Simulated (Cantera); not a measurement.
A diamond (100) surface in a fixed gas of H2 with x(CH4) = 0.016, x(H) = 0.00022, at 925 K, 0.110 bar; coverages are run to steady state.

Cantera simulation using the Harris–Goodwin 1993 mechanism for the reconstructed diamond (100) surface; the numbers are that mechanism's predictions, not measurements.

θ: site fractions in the mechanism's names (c6HH fully hydrogenated, c6H* and c6*H radical sites, c6** diradical, c6HM methylated).

```tsv
x(CH3)	growth (µm/h)	θ c6HH	θ c6H*	θ c6*H	θ c6**	θ c6HM
1e-06	___	0.671	0.0120	0.308	0.00457	0.00305
2.3e-06	___	0.668	0.0119	0.307	0.00454	0.00698
5.4e-06	___	0.660	0.0118	0.303	0.00447	0.0162
1.3e-05	___	0.642	0.0115	0.295	0.00431	0.0378
2.9e-05	___	0.606	0.0108	0.278	0.00401	0.0792
6.8e-05	___	0.536	0.00952	0.245	0.00341	0.162
0.00016	___	0.424	0.00747	0.192	0.00247	0.294
0.00037	___	0.294	0.00510	0.131	0.00143	0.446
0.00086	___	0.181	0.00302	0.0776	0.000628	0.580
```

**Question.** Complete the blanks.

**Answer.** 
- 1e-06, growth (µm/h): 0.0355
- 2.3e-06, growth (µm/h): 0.0813
- 5.4e-06, growth (µm/h): 0.188
- 1.3e-05, growth (µm/h): 0.440
- 2.9e-05, growth (µm/h): 0.922
- 6.8e-05, growth (µm/h): 1.89
- 0.00016, growth (µm/h): 3.41
- 0.00037, growth (µm/h): 5.18
- 0.00086, growth (µm/h): 6.72
